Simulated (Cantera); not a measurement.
Ignition delay

Mixture: 22.9 % H2, 15.9 % O2, 59.6 % N2, 1.65 % NO, at 6080 Torr, adiabatic and at constant volume. Ignition delay is the time to a rise of 400 K.

Detailed kinetics in Cantera: GRI-Mech 3.0 (53 species, 325 reactions). The hydrogen kinetics of GRI-Mech 3.0 are dated; newer H2 mechanisms differ, most at raised pressure. The mechanism lacks 2 NO + O2 → 2 NO2 and HONO, so NO2 and the effect of NO are under-described below about 1400 K. Where the delays flatten at high temperature, the 400 K rule measures the pace of heat release, not the induction time.

| T0 (K) | delay (ms) |
|---|---|
| 1200 | 0.00766 |
| 1250 | 0.00546 |
| 1300 | 0.00405 |
| 1350 | 0.00312 |
| 1400 | 0.00248 |
| 1450 | 0.00203 |
| 1500 | 0.00169 |
| 1550 | 0.00144 |

```json
{
  "apparent activation energy between 1450 and 1550 K": "63 kJ/mol"
}
```
